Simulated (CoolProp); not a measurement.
Vapour-liquid equilibrium of m-xylene (1) + o-xylene (2) at 79.65 °C; x and y are mole fractions of (1).

Model: multi-fluid Helmholtz-energy mixture model, Zhou 2012 and Zhou 2012; pair parameters Bell 2016, in CoolProp.

```tsv
x	bubble pressure (MPa)	y at the bubble point	dew pressure at overall composition x (MPa)	liquid density (mol/L)
0.05	0.01261	0.058	0.01260	7.801
0.15	0.01284	0.173	0.01280	7.785
0.25	0.01308	0.284	0.01301	7.768
0.35	0.01333	0.392	0.01323	7.752
0.45	0.01359	0.496	0.01347	7.735
0.55	0.01384	0.595	0.01372	7.719
0.65	0.01409	0.690	0.01398	7.702
0.75	0.01433	0.782	0.01425	7.686
0.85	0.01457	0.870	0.01452	7.669
0.95	0.01480	0.957	0.01478	7.653
```

No azeotrope shows between x = 0.05 and 0.95.

Pair parameters are fitted to limited data, so mixtures are less certain than the pure fluids.
